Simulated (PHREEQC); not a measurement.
## Buffer (model solution)

Solution (25 °C): 4.8 mmol/kgw NH4Cl, 3.4 mmol/kgw NaOH and 0.23 mmol/kgw NaCl. Closed to the air; pH follows from the charge balance.

Equilibrium calculation in PHREEQC: ion-association model, wateq4f.dat.

Each row changes one thing in this solution. No solid was allowed to form.

| case | pH | ionic strength (mol/kgw) | NH3 (mol/kgw) | NH4+ (mol/kgw) | SI of Halite (NaCl) |
|---|---|---|---|---|---|
| as made | 9.64 | 0.00508 | 0.00335 | 0.00145 | -6.39 |
| NaOH from 0.0034 to 0.0051 mol/kgw | 10.66 | 0.00552 | 0.00461 | 0.000193 | -6.22 |
| NaCl replaced by Na2SiF6 at the same molality | 9.28 | 0.00625 | 0.00241 | 0.00239 | -6.39 |
| 0.00044 mol/kgw NaBF4 added | 9.09 | 0.00699 | 0.00187 | 0.00293 | -6.35 |
| NaCl replaced by Na2SO4 at the same molality | 9.64 | 0.00553 | 0.00335 | 0.00145 | -6.38 |
| NaOH from 0.0034 to 0.00306 mol/kgw | 9.51 | 0.00507 | 0.00302 | 0.00178 | -6.43 |

Some of these states are supersaturated (in Quartz (slow to form), for instance). SiF6-2 is the database's only silicon fluoride.
